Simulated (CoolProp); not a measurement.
Aqueous potassium formate as a coolant, 33 % by mass, freezing at -24.8 °C, 1 atm.

Computed with CoolProp (Melinder's fits for secondary coolants).

```json
[
 {"T (°C)": "-21", "viscosity (mPa s)": "5.79", "cp (kJ/(kg K))": "2.984", "conductivity (W/(m K))": "0.485", "Prandtl number": "35.6"},
 {"T (°C)": "-14.6", "viscosity (mPa s)": "4.50", "cp (kJ/(kg K))": "2.996", "conductivity (W/(m K))": "0.492", "Prandtl number": "27.4"},
 {"T (°C)": "-8.2", "viscosity (mPa s)": "3.60", "cp (kJ/(kg K))": "3.008", "conductivity (W/(m K))": "0.500", "Prandtl number": "21.7"},
 {"T (°C)": "-1.7", "viscosity (mPa s)": "2.95", "cp (kJ/(kg K))": "3.020", "conductivity (W/(m K))": "0.508", "Prandtl number": "17.5"},
 {"T (°C)": "4.7", "viscosity (mPa s)": "2.47", "cp (kJ/(kg K))": "3.031", "conductivity (W/(m K))": "0.516", "Prandtl number": "14.5"},
 {"T (°C)": "11.1", "viscosity (mPa s)": "2.12", "cp (kJ/(kg K))": "3.042", "conductivity (W/(m K))": "0.524", "Prandtl number": "12.3"},
 {"T (°C)": "17.5", "viscosity (mPa s)": "[?]", "cp (kJ/(kg K))": "3.053", "conductivity (W/(m K))": "0.531", "Prandtl number": "10.6"},
 {"T (°C)": "24", "viscosity (mPa s)": "1.62", "cp (kJ/(kg K))": "3.065", "conductivity (W/(m K))": "0.539", "Prandtl number": "9.21"},
 {"T (°C)": "30.4", "viscosity (mPa s)": "[?]", "cp (kJ/(kg K))": "3.077", "conductivity (W/(m K))": "0.547", "Prandtl number": "[?]"}
]
```

### Question
Fill in the missing entries.

### Answer

- 17.5, viscosity (mPa s): 1.84
- 30.4, viscosity (mPa s): 1.44
- 30.4, Prandtl number: 8.12
